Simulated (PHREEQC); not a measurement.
1 kg of water holding 0.056 mol/kgw NaOH meets 20 L of dry gas (N2 0.18, O2 0.82 by moles) at fixed total pressure, at 60 °C; fugacities by Peng-Robinson. The gases take part in no redox reaction, some water evaporates into the gas, and hydrates or a liquid gas phase aren't modelled. No solid was allowed to form.

The numbers come from PHREEQC with the ion-association model, phreeqc.dat.

```json
[
 {"P (atm)": "2", "dissolved N2 (mol/kgw)": "0.000155", "φ of N2": "1.000", "p of N2 (atm)": "0.325", "dissolved O2 (mol/kgw)": "0.00125"},
 {"P (atm)": "5", "dissolved N2 (mol/kgw)": "0.000412", "φ of N2": "1.000", "p of N2 (atm)": "0.864", "dissolved O2 (mol/kgw)": "?"},
 {"P (atm)": "10", "dissolved N2 (mol/kgw)": "0.000835", "φ of N2": "0.999", "p of N2 (atm)": "1.76", "dissolved O2 (mol/kgw)": "0.00672"},
 {"P (atm)": "20", "dissolved N2 (mol/kgw)": "0.00167", "φ of N2": "0.998", "p of N2 (atm)": "3.56", "dissolved O2 (mol/kgw)": "?"},
 {"P (atm)": "30", "dissolved N2 (mol/kgw)": "0.00248", "φ of N2": "0.997", "p of N2 (atm)": "5.36", "dissolved O2 (mol/kgw)": "0.0197"},
 {"P (atm)": "40", "dissolved N2 (mol/kgw)": "0.00328", "φ of N2": "0.997", "p of N2 (atm)": "7.16", "dissolved O2 (mol/kgw)": "0.0259"},
 {"P (atm)": "50", "dissolved N2 (mol/kgw)": "0.00405", "φ of N2": "0.997", "p of N2 (atm)": "8.96", "dissolved O2 (mol/kgw)": "?"},
 {"P (atm)": "75", "dissolved N2 (mol/kgw)": "0.00593", "φ of N2": "0.997", "p of N2 (atm)": "13.4", "dissolved O2 (mol/kgw)": "0.0460"},
 {"P (atm)": "100", "dissolved N2 (mol/kgw)": "0.00771", "φ of N2": "0.999", "p of N2 (atm)": "17.9", "dissolved O2 (mol/kgw)": "?"},
 {"P (atm)": "150", "dissolved N2 (mol/kgw)": "0.0111", "φ of N2": "1.007", "p of N2 (atm)": "26.9", "dissolved O2 (mol/kgw)": "0.0824"},
 {"P (atm)": "200", "dissolved N2 (mol/kgw)": "0.0141", "φ of N2": "1.019", "p of N2 (atm)": "35.9", "dissolved O2 (mol/kgw)": "?"},
 {"P (atm)": "300", "dissolved N2 (mol/kgw)": "0.0198", "φ of N2": "?", "p of N2 (atm)": "53.9", "dissolved O2 (mol/kgw)": "0.136"},
 {"P (atm)": "400", "dissolved N2 (mol/kgw)": "0.0248", "φ of N2": "1.106", "p of N2 (atm)": "71.8", "dissolved O2 (mol/kgw)": "0.163"}
]
```

Problem. What belongs in the gaps?

Solution. 
- 5, dissolved O2 (mol/kgw): 0.00332
- 20, dissolved O2 (mol/kgw): 0.0133
- 50, dissolved O2 (mol/kgw): 0.0319
- 100, dissolved O2 (mol/kgw): 0.0591
- 200, dissolved O2 (mol/kgw): 0.103
- 300, φ of N2: 1.056

Away from 25 °C the constants follow the database's enthalpies or fits; those with neither stay at their 25 °C values.
